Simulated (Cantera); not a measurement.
Charge: 1 mol PbO, 0.011 mol O₂, 1.7 mol N₂, 3.8 mol H₂, held at 10000 Pa.

Cantera equilibrium calculation (NASA polynomials, part measured and part estimated; ideal gas, pure solids and liquids). Candidate condensed phases: H₂O, Pb, PbO, PbO₂, Pb₃O₄; 27 gas species. The numbers say what is thermodynamically allowed, not how fast it happens.

### Question
Which condensed phases are stable at each of these points (T (K)): 600, 650, 700, 750, 800, 850, 900, 950, 1000, 1050, 1100, 1150, 1200?

### Answer
| T (K) | condensed phases | Pb condensed (%) |
|---|---|---|
| 600 | Pb(s) | 100.0 |
| 650 | Pb(l) | 100.0 |
| 700 | Pb(l) | 100.0 |
| 750 | Pb(l) | 100.0 |
| 800 | Pb(l) | 100.0 |
| 850 | Pb(l) | 100.0 |
| 900 | Pb(l) | 100.0 |
| 950 | Pb(l) | 100.0 |
| 1000 | Pb(l) | 99.9 |
| 1050 | Pb(l) | 99.7 |
| 1100 | Pb(l) | 99.3 |
| 1150 | Pb(l) | 98.4 |
| 1200 | Pb(l) | 96.4 |

At 600 K the condensed part is Pb(s). From 650 K to 1200 K the condensed part is Pb(l).
